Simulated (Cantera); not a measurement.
Boron, boron nitride and boron oxide: B₂H₆ + H₂O

Feed: 1 mol B₂H₆, a varied amount of H₂O, held at 2075 K and 1.00 bar.

These are equilibrium values from Cantera (NASA tables, ideal gas, pure condensed phases), not measurements of a reactor. Candidate condensed phases: B, B₂O₃, B₃O₃H₃, H₂O; 23 gas species. The feed counts by its element totals alone. The tables' values for BH₂ are old estimates; treat these amounts as uncertain. Gases not in the tables: B₂H₆ and higher boranes. The numbers say what is thermodynamically allowed, not how fast it happens.

| n(H₂O) (mol) | x H₂ | x HBO₂ | x H₂O | x HBO | x B₂O₃ | x B₂O₂ | n B(s) |
|---|---|---|---|---|---|---|---|
| 1.3 | 0.805 | 0.00361 | 0.000165 | 0.126 | 0.00926 | 0.0481 | 0.761 |
| 1.5 | 0.791 | 0.00400 | 0.000171 | 0.132 | 0.0109 | 0.0537 | 0.575 |
| 1.7 | 0.778 | 0.00434 | 0.000176 | 0.137 | 0.0125 | 0.0588 | 0.390 |
| 2 | 0.762 | 0.00478 | 0.000182 | 0.143 | 0.0147 | 0.0655 | 0.113 |
| 2.3 | 0.767 | 0.0127 | 0.000551 | 0.126 | 0.0344 | 0.0509 | 0 |
| 2.6 | 0.781 | 0.0299 | 0.00177 | 0.0942 | 0.0591 | 0.0278 | 0 |
| 3 | 0.788 | 0.0634 | 0.00647 | 0.0551 | 0.0727 | 0.00942 | 0 |
| 3.4 | 0.776 | 0.104 | 0.0197 | 0.0293 | 0.0647 | 0.00271 | 0 |
| 4 | 0.734 | 0.147 | 0.0585 | 0.0132 | 0.0436 | 0.000581 | 0 |
| 4.6 | 0.688 | 0.165 | 0.107 | 0.00753 | 0.0296 | 0.000201 | 0 |
| 5.2 | 0.645 | 0.169 | 0.157 | 0.00496 | 0.0213 | 9.33e-5 | 0 |
x: gas mole fraction; n: condensed amount in mol.

From 1.3 mol H₂O to 2 mol H₂O the condensed part is B(s). From 2.3 mol H₂O to 5.2 mol H₂O nothing is condensed. The main B-bearing gas is HBO at 1.3 mol H₂O and HBO₂ at 5.2 mol H₂O.
